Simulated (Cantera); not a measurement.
Input: 1 mol HMDSO, a varied amount of H₂O, 0.49 mol H₂, equilibrated at 675 K and 13300 Pa.

Cantera equilibrium calculation (NASA polynomials, part measured and part estimated; ideal gas, pure solids and liquids). Candidate condensed phases: C, C₆H₆, C₇H₈, C₈H₁₈, H₂O, Si, SiC, SiO₂; 123 gas species. The feed counts by its element totals alone. Equilibrium is a limit: real reactors are often held back by kinetics, nucleation or transport.

x: gas mole fraction; n: condensed amount in mol.

```csv
n(H₂O) (mol),x H₂,x CH₄,x H₂O,x CO₂,x CO,n C(graphite),n SiC(s),n SiO₂(α-quartz)
0.48,0.505,0.495,1.27e-12,<1e-12,<1e-12,1.44,1.26,0.740
0.64,0.505,0.495,1.27e-12,<1e-12,<1e-12,1.46,1.18,0.820
0.85,0.505,0.495,1.27e-12,<1e-12,<1e-12,1.50,1.07,0.925
1.1,0.505,0.495,1.27e-12,<1e-12,<1e-12,1.54,0.950,1.05
1.5,0.505,0.495,1.27e-12,<1e-12,<1e-12,1.61,0.750,1.25
2,0.505,0.495,1.27e-12,<1e-12,<1e-12,1.69,0.500,1.50
2.6,0.505,0.495,1.27e-12,<1e-12,<1e-12,1.79,0.200,1.80
3.5,0.486,0.459,0.0532,0.00106,(withheld),1.89,0,2.00
4.6,0.452,0.398,0.139,0.00834,(withheld),1.85,0,2.00
6.2,0.417,0.339,0.216,0.0238,(withheld),1.61,0,2.00
8.2,0.387,0.292,0.272,0.0439,(withheld),1.15,0,2.00
11,0.359,0.251,0.315,0.0686,0.00651,0.322,0,2.00
14,0.353,0.201,0.362,0.0777,0.00632,0,0,2.00
```

Task: What belongs in the gaps?

Result: 
- 3.5, x CO: 0.000811
- 4.6, x CO: 0.00227
- 6.2, x CO: 0.00384
- 8.2, x CO: 0.00521
